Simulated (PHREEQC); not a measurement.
Solution (20 °C): 0.0081 mol/kgw CuCl2, 0.00025 mol/kgw HCl and 0.66 mol/kgw H3BO3. Closed to the air; pH follows from the charge balance.

All values are PHREEQC results (ion-association model, phreeqc.dat), not measurements.

- pH: 3.65
- ionic strength: 0.0242 mol/kgw
- activity of water: 0.988
- specific conductance: 1700 µS/cm
- total alkalinity: -0.250 meq/kg

```csv
species,molality,activity,log γ
H3BO3,0.660,0.664,0.002
Cl-,0.0163,0.0140,-0.066
Cu+2,0.00794,0.00456,-0.241
H+,0.000252,0.000223,-0.054
CuCl+,0.000156,0.000134,-0.065
H2BO3-,1.81e-6,1.56e-6,-0.064
CuCl2,9.47e-7,9.52e-7,0.002
CuOH+,2.35e-7,2.02e-7,-0.065
Cu2(OH)2+2,1.96e-8,1.08e-8,-0.258
Cu(OH)2,1.87e-9,1.88e-9,0.002
```

Precipitation was switched off in this run.
